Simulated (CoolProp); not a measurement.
The numbers come from the reference Helmholtz-energy equation of state, Wagner 2002 in CoolProp.

Question: For water, give the phase and the density (kg/m³), cp (kJ/(kg K)), Joule-Thomson coefficient (K/MPa), isothermal compressibility (1/MPa) at 581.4 K and 1.64 MPa; 581.4 K and 8.48 MPa; 581.4 K and 100 MPa.

Answer: 
- 581.4 K and 1.64 MPa: gas; density 6.36, cp 2.24, Joule-Thomson coefficient 11.8, isothermal compressibility 0.636
- 581.4 K and 8.48 MPa: gas; density 42.9, cp 5.12, Joule-Thomson coefficient 10.6, isothermal compressibility 0.180
- 581.4 K and 100 MPa: liquid; density 814, cp 4.43, Joule-Thomson coefficient -0.0467, isothermal compressibility 0.00100
